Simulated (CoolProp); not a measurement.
Methanol at 257.97 K and 0.204 MPa is throttled through a valve to 0.0521 MPa with no heat exchange. Each further row changes one setting.

Model: reference Helmholtz-energy equation of state, de Reuck 1993, in CoolProp.

| case | temperature change (K) |
|---|---|
| as stated | +0.1 |
| outlet pressure 0.0156 MPa | +0.1 |
| outlet pressure 0.0677 MPa | +0.0 |
